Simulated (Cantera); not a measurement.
A Cantera script and its output.

```python
import numpy as np
import cantera as ct

gas = ct.Solution("gri30.yaml")


def delay(T, t_max=10):
    gas.TPX = T, 2500000, {'CH3OH': 1, 'O2': 1.36, 'N2': 8.73}
    reactor = ct.IdealGasConstPressureReactor(gas, clone=False)
    net = ct.ReactorNet([reactor])
    net.rtol, net.atol = 1e-8, 1e-16
    while net.time < t_max:
        t_old, T_old = net.time, reactor.T
        net.step()
        if reactor.T > T + 400:  # ignition: a rise of 400 K
            return t_old + (T + 400 - T_old) / (reactor.T - T_old) * (net.time - t_old)
    return np.nan


taus = []
for T in [1200, 1300, 1400, 1500, 1600, 1700, 1800]:
    taus.append(delay(T))
    print(f"T0 = {T:6g} K   tau = {taus[-1]:.4e} s")
```

Result:

```
T0 =   1200 K   tau = 8.8917e-04 s
T0 =   1300 K   tau = 1.8978e-04 s
T0 =   1400 K   tau = 5.2717e-05 s
T0 =   1500 K   tau = 1.8380e-05 s
T0 =   1600 K   tau = 7.7142e-06 s
T0 =   1700 K   tau = 3.7238e-06 s
T0 =   1800 K   tau = 1.9977e-06 s
```

Cantera simulation using GRI-Mech 3.0 (53 species, 325 reactions); the numbers are that mechanism's predictions, not measurements. GRI-Mech 3.0 was tuned for natural gas; its chemistry of methanol as a main component is partial and can be far from experiment. The pressure lies above the range GRI-Mech 3.0 was tuned for (to about 10 atm).
